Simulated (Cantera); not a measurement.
Source: NASA polynomial tables (part measured, part estimated), evaluated in Cantera. Values are per mole of reaction as written; species without (g) are pure solids or liquids, kept so even where they would boil at 1 bar.

3 N2O(g) + Cr ⇌ 3 N2(g) + CrO3(g), with ΔH° = -537.7 kJ and ΔS° = 157.4 J/K at 300 K.

### Question
How far is the shortcut ΔG° ≈ ΔH°(300 K) − T·ΔS°(300 K) from the full temperature-dependent value at 1900, 2100, 2300, 2500, 2700 K?

### Answer
```json
[
 {"T (K)": "1900", "shortcut (kJ)": "-836.7", "full (kJ)": "-816.7", "difference (kJ)": "-20.1", "difference in log10 K": "0.55", "condensed phases": "Cr(s)"},
 {"T (K)": "2100", "shortcut (kJ)": "-868.2", "full (kJ)": "-841.8", "difference (kJ)": "-26.4", "difference in log10 K": "0.66", "condensed phases": "Cr(s)"},
 {"T (K)": "2300", "shortcut (kJ)": "-899.7", "full (kJ)": "-864.5", "difference (kJ)": "-35.2", "difference in log10 K": "0.80", "condensed phases": "Cr(l)"},
 {"T (K)": "2500", "shortcut (kJ)": "-931.2", "full (kJ)": "-886.3", "difference (kJ)": "-44.9", "difference in log10 K": "0.94", "condensed phases": "Cr(l)"},
 {"T (K)": "2700", "shortcut (kJ)": "-962.7", "full (kJ)": "-907.5", "difference (kJ)": "-55.1", "difference in log10 K": "1.07", "condensed phases": "Cr(l)"}
]
```
The shortcut ignores heat capacities and the phase changes listed.
